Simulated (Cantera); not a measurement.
Feed: 1 mol CO2, 0.093 mol O2, held at 0.000430 bar.

Cantera equilibrium calculation (NASA polynomials, part measured and part estimated; ideal gas, pure solids and liquids). Candidate condensed phases: C; 12 gas species. Equilibrium is a limit: real reactors are often held back by kinetics, nucleation or transport.

x: gas mole fraction; nothing condenses.

```
T (°C)       x CO2         x O        x CO        x O2         x C
------  ----------  ----------  ----------  ----------  ----------
1725         0.729      0.0117       0.124       0.136      <1e-12
1825         0.602      0.0268       0.206       0.165      <1e-12
1925    (withheld)  (withheld)  (withheld)       0.191      <1e-12
2025         0.310       0.106       0.382       0.202      <1e-12
2125         0.190       0.180       0.441       0.189      <1e-12
2225         0.105       0.271       0.471       0.153    1.35e-12
2325        0.0532       0.363       0.477       0.106    7.76e-12
2425        0.0255       0.437       0.473      0.0641    4.17e-11
2525    (withheld)       0.486       0.467  (withheld)  (withheld)
2625       0.00574       0.513       0.463      0.0182     1.01e-9
2725       0.00282       0.527       0.460     0.00946     4.46e-9
2825       0.00144       0.535       0.459     0.00500     1.81e-8
```

Task: Some entries are withheld; supply them.

Result: 
- 2525, x CO2: 0.0120
- 2525, x O2: 0.0350
- 2525, x C: 2.12e-10
- 1925, x CO2: 0.455
- 1925, x O: 0.0563
- 1925, x CO: 0.298
